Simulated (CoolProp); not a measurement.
Aqueous ethylene glycol as a coolant, at 2 °C, 1 atm.

The numbers come from the Melinder's fits for secondary coolants in CoolProp.

```csv
mass %,freezing point (°C),conductivity (W/(m K)),viscosity (mPa s),cp (kJ/(kg K)),density (kg/m³)
5.8,-1.9,0.543,1.94,4.107,1007
9.5,-3.2,0.528,2.16,4.046,1013
13.2,-4.6,0.514,2.41,3.985,1018
16.8,-6.3,0.499,2.68,3.922,1024
20.5,-8.2,0.485,3.00,3.855,1029
24.2,-10.4,0.470,3.35,3.784,1035
27.8,-12.9,0.456,3.73,3.711,1041
31.5,-15.8,0.442,4.16,3.632,1047
35.2,-19.0,0.429,4.64,3.551,1052
38.8,-22.6,0.416,5.17,3.470,1058
42.5,-26.6,0.403,5.77,3.386,1063
46.2,-31.0,0.390,6.46,3.301,1069
```
